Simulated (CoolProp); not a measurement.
Vapour-liquid equilibrium of R134a (1) + R141b (2) at 19.85 °C; x and y are mole fractions of (1).

Computed with CoolProp (multi-fluid Helmholtz-energy mixture model, Tillner-Roth 1994 and Lemmon 2006; pair parameters Bell 2016).

| x | bubble pressure (kPa) | y at the bubble point | dew pressure at overall composition x (kPa) | liquid density (mol/L) |
|---|---|---|---|---|
| 0.05 | 103.7 | 0.397 | 67.88 | 10.70 |
| 0.125 | 159.1 | 0.629 | 73.37 | 10.80 |
| 0.2 | 209.9 | 0.735 | 79.81 | 10.91 |
| 0.275 | 255.9 | 0.796 | 87.48 | 11.00 |
| 0.35 | 297.1 | 0.836 | 96.77 | 11.10 |
| 0.425 | 334.1 | 0.865 | 108.2 | 11.20 |
| 0.5 | 367.5 | 0.887 | 122.7 | 11.30 |
| 0.575 | 398.2 | 0.905 | 141.6 | 11.40 |
| 0.65 | 427.2 | 0.921 | 167.3 | 11.50 |
| 0.725 | 455.5 | 0.936 | 203.9 | 11.60 |
| 0.8 | 484.0 | 0.952 | 259.5 | 11.70 |
| 0.875 | 513.9 | 0.968 | 349.3 | 11.81 |
| 0.95 | 546.0 | 0.986 | 481.2 | 11.93 |

No azeotrope shows between x = 0.05 and 0.95.

The pair parameters rest on a limited set of measurements; away from them the model extrapolates.
